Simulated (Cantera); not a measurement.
## Ignition delay

Mixture: 38.6 % CO, 5.78 % H2, 11.7 % O2, 44.0 % N2, at 3.30 bar, adiabatic and at constant volume. Ignition delay is the time to a rise of 400 K.

Detailed kinetics in Cantera: GRI-Mech 3.0 (53 species, 325 reactions). The hydrogen kinetics of GRI-Mech 3.0 are dated; newer H2 mechanisms differ, most at raised pressure. Below about 950 K walls govern HO2 and H2O2 in real vessels.

| T0 (K) | delay (ms) |
|---|---|
| 875 | 70.8 |
| 975 | 3.08 |
| 1075 | 0.166 |
| 1175 | 0.0384 |
| 1275 | 0.0194 |
| 1375 | 0.0126 |

The apparent activation energy between 1175 and 1375 K is 75 kJ/mol.
